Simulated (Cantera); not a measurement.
An adiabatic, constant-pressure homogeneous reactor starts with CO : H2 : O2 : N2 = 1 : 0.055 : 0.909 : 6.28 (molar parts), equivalence ratio 0.58, at 1398 K and 10.0 bar. Integrator tolerance rtol = 1e-08.

Computed with Cantera and GRI-Mech 3.0 (53 species, 325 reactions). The hydrogen kinetics of GRI-Mech 3.0 are dated; newer H2 mechanisms differ, most at raised pressure.

Task: What does this change do: initial temperature 1398 to 1225 K?

Result: 
```
quantity                                                              before                                      after
---------------------------------  -----------------------------------------  -----------------------------------------
time of steepest temperature rise                                    15.2 µs                                   0.149 ms
temperature at 1.00 s                                                 2333 K                                     2193 K
equilibrium temperature                                               2333 K                                     2193 K
x(CO) at 1.00 s                      0.00268 (gas-phase equilibrium 0.00268)    0.00108 (gas-phase equilibrium 0.00108)
x(H2) at 1.00 s                      2.47e-5 (gas-phase equilibrium 2.47e-5)    1.10e-5 (gas-phase equilibrium 1.10e-5)
x(O2) at 1.00 s                        0.0463 (gas-phase equilibrium 0.0463)      0.0467 (gas-phase equilibrium 0.0467)
x(NO) at 1.00 s                      0.00802 (gas-phase equilibrium 0.00802)    0.00596 (gas-phase equilibrium 0.00596)
x(O) at 1.00 s                     0.000412 (gas-phase equilibrium 0.000412)  0.000177 (gas-phase equilibrium 0.000177)
```
